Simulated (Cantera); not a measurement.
A perfectly stirred reactor is fed with 6.87 % CH4, 0.893 % C2H6, 19.4 % O2, 72.9 % N2, equivalence ratio 0.87, at 3.75 atm; it is adiabatic with a 750 K inlet, and is followed from long to short residence time, starting on the burning branch (τ in s: 0.3, 0.14, 0.067, 0.031, 0.015, 0.0069, 0.0032, 0.0015, 0.00071, 0.00033, 0.00016, 7.4e-05).

Model: GRI-Mech 3.0 (53 species, 325 reactions), integrated in Cantera.

One state of this run: T (K) = 2382; x CH4 = 1.15e-5; x C2H6 = 2.05e-7; x O2 = 0.0271; x CH2O = 2.52e-6; x CO = 0.00722. x: mole fraction; the columns are a selection and need not sum to one.

Task: Which value of τ (s) does it belong to?
(A) 0.0032
(B) 0.14
(C) 0.0069
(D) 0.015

Result: A, 0.0032
